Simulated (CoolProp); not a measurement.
A single-stage vapour-compression cycle with R1233zd(E): evaporating at 277.15 K (dew point), condensing at 346.15 K (bubble point), superheat 8 K, subcooling 0 K, compressor efficiency 0.7, no pressure losses. Each further row changes one setting.

Computed with CoolProp (reference Helmholtz-energy equation of state, Akasaka 2022).

```json
[
 {"case": "as stated", "cooling COP": "2.03", "pressure ratio": "9.60", "discharge temperature (K)": "367.5", "refrigerating effect (kJ/kg)": "123", "volumetric capacity (kJ/m³)": "400"},
 {"case": "evaporating temperature 282.15 K", "cooling COP": "2.29", "pressure ratio": "7.80", "discharge temperature (K)": "365.6", "refrigerating effect (kJ/kg)": "126", "volumetric capacity (kJ/m³)": "499"},
 {"case": "condensing temperature 341.15 K", "cooling COP": "2.27", "pressure ratio": "[?]", "discharge temperature (K)": "362.4", "refrigerating effect (kJ/kg)": "129", "volumetric capacity (kJ/m³)": "421"},
 {"case": "subcooling 5 K", "cooling COP": "[?]", "pressure ratio": "9.60", "discharge temperature (K)": "367.5", "refrigerating effect (kJ/kg)": "129", "volumetric capacity (kJ/m³)": "421"},
 {"case": "superheat 18 K", "cooling COP": "2.07", "pressure ratio": "9.60", "discharge temperature (K)": "[?]", "refrigerating effect (kJ/kg)": "[?]", "volumetric capacity (kJ/m³)": "409"},
 {"case": "compressor efficiency 0.6", "cooling COP": "[?]", "pressure ratio": "9.60", "discharge temperature (K)": "[?]", "refrigerating effect (kJ/kg)": "123", "volumetric capacity (kJ/m³)": "400"}
]
```

### Question
Fill in the missing entries.

### Answer

- condensing temperature 341.15 K, pressure ratio: 8.43
- subcooling 5 K, cooling COP: 2.13
- superheat 18 K, discharge temperature (K): 378.2
- superheat 18 K, refrigerating effect (kJ/kg): 131
- compressor efficiency 0.6, cooling COP: 1.74
- compressor efficiency 0.6, discharge temperature (K): 378.1
